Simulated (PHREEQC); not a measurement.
A solution holds 0.00095 mol/kgw NH3, at 20 °C. Closed to the air; pH follows from the charge balance.

Computed with PHREEQC (ion-association model, phreeqc.dat).

Each row changes one thing in this solution. No solid was allowed to form.

```tsv
case	pH	ionic strength (mol/kgw)	NH3 (mol/kgw)	NH4+ (mol/kgw)
as made	10.24	0.000121	0.000829	0.000121
NH3 from 0.00095 to 0.0095 mol/kgw	___	0.000405	0.00910	0.000405
NH3 from 0.00095 to 0.00475 mol/kgw	10.61	0.000283	0.00447	0.000283
0.00023 mol/kgw CO2 added	___	0.000355	0.000639	0.000311
diluted 5-fold with water	9.86	4.96e-5	0.000140	4.96e-5
0.00093 mol/kgw CaBr2 added	10.24	0.00291	0.000822	0.000128
NH3 from 0.00095 to 9.5e-05 mol/kgw	9.68	3.29e-5	6.21e-5	3.29e-5
temperature from 20 to 40 °C	9.63	0.000126	0.000824	0.000126
NH3 from 0.00095 to 0.000475 mol/kgw	___	8.30e-5	0.000392	8.30e-5
```

**Question.** Fill in the missing entries.

**Answer.** 
- NH3 from 0.00095 to 0.0095 mol/kgw, pH: 10.76
- 0.00023 mol/kgw CO2 added, pH: 9.72
- NH3 from 0.00095 to 0.000475 mol/kgw, pH: 10.08

Complexes and solids missing from the database can't appear. Constants without temperature data keep their 25 °C values here.
